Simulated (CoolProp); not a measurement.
Aqueous lithium chloride as a coolant, at -15 °C, 1 atm.

Computed with CoolProp (Melinder's fits for secondary coolants).

```tsv
mass %	freezing point (°C)	density (kg/m³)	conductivity (W/(m K))	cp (kJ/(kg K))	viscosity (mPa s)
13.8	-20.4	1084	0.514	3.376	4.82
16.2	-27.9	1099	0.510	3.238	5.27
18.7	-37.9	1115	0.506	3.108	5.81
21.2	-49.7	1131	0.502	2.999	6.46
23.7	-61.6	1147	0.498	2.925	7.30
```
